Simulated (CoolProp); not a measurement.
Properties of ammonia at several states.

Values from CoolProp's reference Helmholtz-energy equation of state, Gao 2020.

| T (K) | p (kPa) | phase | Z | expansivity (1/kK) | fugacity coefficient |
|---|---|---|---|---|---|
| 463.1 | 10500 | gas | ___ | ___ | ___ |
| 220.7 | 35500 | liquid | 0.4584 | ___ | 0.001553 |
| 712.7 | 63.4 | gas | 0.9998 | 1.405 | 0.9998 |
| 408.9 | 30000 | supercritical | ___ | ___ | ___ |

Some entries are withheld; supply them.


- 463.1, Z: 0.7630
- 463.1, expansivity (1/kK): 5.266
- 463.1, fugacity coefficient: 0.7999
- 220.7, expansivity (1/kK): 1.500
- 408.9, Z: 0.3321
- 408.9, expansivity (1/kK): 4.643
- 408.9, fugacity coefficient: 0.3160
